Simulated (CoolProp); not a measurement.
Vapour-liquid equilibrium of p-xylene (1) + n-undecane (2) at 103.95 °C; x and y are mole fractions of (1).

Values from CoolProp's multi-fluid Helmholtz-energy mixture model, Zhou 2012 and Aleksandrov 2011; pair parameters Bell 2016.

```
x     bubble pressure (MPa)  y at the bubble point  dew pressure at overall composition x (MPa)  liquid density (mol/L)
----  ---------------------  ---------------------  -------------------------------------------  ----------------------
0.05               0.006733                  0.259                                     0.005476                   4.423
0.2                 0.01127                  0.625                                     0.006324                   4.742
0.35                0.01589                  0.783                                     0.007484                   5.102
0.5                 0.02058                  0.871                                     0.009163                   5.512
0.65                0.02533                  0.926                                      0.01181                   5.983
0.8                 0.03014                  0.965                                      0.01662                   6.528
0.95                0.03498                  0.992                                      0.02808                   7.167
```

No azeotrope shows between x = 0.05 and 0.95.

The pair parameters rest on a limited set of measurements; away from them the model extrapolates.
